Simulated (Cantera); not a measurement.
A Cantera script and what it prints.

```python
import numpy as np
import cantera as ct

gas_names = [...]  # 87 gases of nasa_gas.yaml made of C, H, Si
cond_names = """
    C(gr) C6H6(L) C7H8(L) C8H18(L),n-octa Si(cr) Si(L) SiC(b)
""".split()


# ... load() reads the species with a 1 bar reference pressure and builds the phases ...
atoms = {
    'Si(CH3)4': {'Si': 1, 'C': 4, 'H': 12},
    'C2H4': {'C': 2, 'H': 4},
    'H2': {'H': 2},
}
top_T = {'C(gr)': 4500, 'SiC(b)': 3050}  # K; cautious upper limits of use, not melting points


# ... equilibrate(T, P, feed) seeds the gas with the atoms and calls Mixture.equilibrate('TP', solver="vcs", rtol=1e-11, max_steps=5000) ...
results = []
feed = {'Si(CH3)4': 1, 'C2H4': 0.89, 'H2': 1000}  # mol
T = 1998.15  # K
P = 26000  # Pa
mix = equilibrate(T, P, feed)
results.append((T, P, feed, dict(zip(mix.species_names, mix.species_moles))))
print(gas.report(threshold=1e-06))
for i in range(1, mix.n_phases):
    print(f"{mix.phase(i).name:16s} {mix.phase_moles(i):12.5e} mol")
```

It prints:

```
       temperature   1998.2 K
          pressure   26000 Pa
           density   0.0031819 kg/m^3
  mean mol. weight   2.0332 kg/kmol
   phase of matter   gas

                          1 kg             1 kmol
                     ---------------   ---------------
          enthalpy        2.6452e+07        5.3781e+07  J
   internal energy        1.8281e+07        3.7168e+07  J
           entropy             98309        1.9988e+05  J/K
    Gibbs function       -1.6998e+08       -3.4561e+08  J
 heat capacity c_p             16816             34190  J/K
 heat capacity c_v             12727             25876  J/K

                      mass frac. Y      mole frac. X     chem. pot. / RT
                     ---------------   ---------------   ---------------
               CH3        5.0821e-05        6.8725e-06           -34.006
               CH4        0.00086802        0.00011001           -44.421
    C2H2,acetylene         0.0096786        0.00075576           -26.355
              C2H4        1.8379e-05         1.332e-06           -47.184
                 H         0.0015582         0.0031429           -10.414
                H2           0.98755           0.99596           -20.829
                Si        0.00012326        8.9234e-06           -8.7912
               SiH        4.4271e-05        3.0939e-06           -19.206
              SiH2        8.4365e-05        5.6984e-06            -29.62
     [  +78 minor]        2.6583e-05        1.0902e-06

C(gr)             3.15025e+00 mol
Si(L)             0.00000e+00 mol
SiC(b)            9.81225e-01 mol
```

Cantera equilibrium calculation (NASA polynomials, part measured and part estimated; ideal gas, pure solids and liquids).
